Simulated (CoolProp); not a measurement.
Vapour-liquid equilibrium of benzene (1) + n-nonane (2) at 54.55 °C; x and y are mole fractions of (1).

The numbers come from the multi-fluid Helmholtz-energy mixture model, Thol 2012 and Lemmon 2006; pair parameters Bell 2016 in CoolProp.

```csv
x,"bubble pressure, mixture model (kPa)","bubble pressure, Raoult's law (kPa)","y, mixture model","y, Raoult's law"
0.05,6.981,5.042,0.583,0.426
0.2,16.10,11.02,0.842,0.779
0.35,22.45,17.00,0.901,0.884
0.5,27.34,22.99,0.931,0.934
0.65,31.69,28.97,0.953,0.963
0.8,36.13,34.95,0.972,0.983
0.95,41.10,40.93,0.993,0.996
```

The largest gap from Raoult's law is +46.1 % in bubble pressure, at x = 0.2. No azeotrope shows between x = 0.05 and 0.95.

Pair parameters are fitted to limited data, so mixtures are less certain than the pure fluids.
